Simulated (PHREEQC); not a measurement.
# Leach liquor: an equilibrium model

Dissolve 0.0023 mol/kgw H2SO4, 5.3e-05 mol/kgw MnSO4 and 0.0017 mol/kgw Fe2(SO4)3 at 25 °C. Closed to the air; pH follows from the charge balance.

Equilibrium calculation in PHREEQC: ion-association model, phreeqc.dat.

Precipitation was switched off in this run.

Predict the pH, ionic strength.

pH 2.44; ionic strength 0.0128 mol/kgw.

In which forms is S present?

SO4-2 48 %, FeSO4+ 36 %, HSO4- 12 %, Fe(SO4)2- 3.6 % of the S.

The solution is supersaturated, for example in Hematite (slow to form), Goethite (slow to form), so a real one may precipitate; this is no full list. Species that the database lacks are ignored.
